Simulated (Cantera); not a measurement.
Cantera run:

```python
import numpy as np
import cantera as ct

gas_names = """
    Br Br2 H HBr H2 Si SiBr SiBr2 SiBr3 SiBr4 SiH SiHBr3 SiH2 SiH2Br2 SiH3 SiH3Br SiH4 Si2 Si3
""".split()
cond_names = """
    Br2(cr) Br2(L) Si(cr) Si(L)
""".split()


# ... load() reads the species with a 1 bar reference pressure and builds the phases ...
atoms = {
    'Si': {'Si': 1},
    'Br2': {'Br': 2},
    'H2': {'H': 2},
}
top_T = {}  # K; cautious upper limits of use, not melting points


# ... equilibrate(T, P, feed) seeds the gas with the atoms and calls Mixture.equilibrate('TP', solver="vcs", rtol=1e-11, max_steps=5000) ...
results = []
feed = {'Si': 1, 'Br2': 4.8, 'H2': 0.37}  # mol
T = 498.15  # K
P = 4300  # Pa
mix = equilibrate(T, P, feed)
results.append((T, P, feed, dict(zip(mix.species_names, mix.species_moles))))
print(gas.report(threshold=1e-05))
for i in range(1, mix.n_phases):
    print(f"{mix.phase(i).name:16s} {mix.phase_moles(i):12.5e} mol")
```

Output:

```
       temperature   498.15 K
          pressure   4300 Pa
           density   0.19815 kg/m^3
  mean mol. weight   190.87 kg/kmol
   phase of matter   gas

                          1 kg             1 kmol
                     ---------------   ---------------
          enthalpy       -4.0832e+05       -7.7933e+07  J
   internal energy       -4.3002e+05       -8.2075e+07  J
           entropy            1726.2        3.2948e+05  J/K
    Gibbs function       -1.2682e+06       -2.4206e+08  J
 heat capacity c_p            270.79             51684  J/K
 heat capacity c_v            227.23             43370  J/K

                      mass frac. Y      mole frac. X     chem. pot. / RT
                     ---------------   ---------------   ---------------
               Br2           0.48791           0.58273           -26.238
               HBr          0.075228           0.17746           -37.965
             SiBr4           0.43686           0.23981           -151.86
     [  +16 minor]         6.685e-08        1.5968e-07

Br2(L)            0.00000e+00 mol
Si(cr)            0.00000e+00 mol
```

Equilibrium computed with Cantera from the NASA thermochemical tables; the gas is ideal and each condensed phase is pure.
